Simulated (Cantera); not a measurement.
Source: NASA polynomial tables (part measured, part estimated), evaluated in Cantera. Values are per mole of reaction as written; species without (g) are pure solids or liquids, kept so even where they would boil at 1 bar.

Q: Between 300 and 2575 K, where is each reaction favourable under standard conditions?
- 2 B + 2 B₂O₃(g) = 3 B₂O₂(g)
- 6 F(g) + N₂(g) + B₂O₂(g) = 2 BF₃(g) + 2 NO(g)

A: 
- 2 B + 2 B₂O₃(g) = 3 B₂O₂(g): ΔG° is 259 kJ at 300 K and -65 kJ at 2575 K; it changes sign between 300 and 2175 K. ΔH° is 182 kJ and ΔS° 96 J/K at 2575 K.
- 6 F(g) + N₂(g) + B₂O₂(g) = 2 BF₃(g) + 2 NO(g): ΔG° is -1972 kJ at 300 K and -824 kJ at 2575 K; it stays negative (K > 1). ΔH° is -2152 kJ and ΔS° -516 J/K at 2575 K.
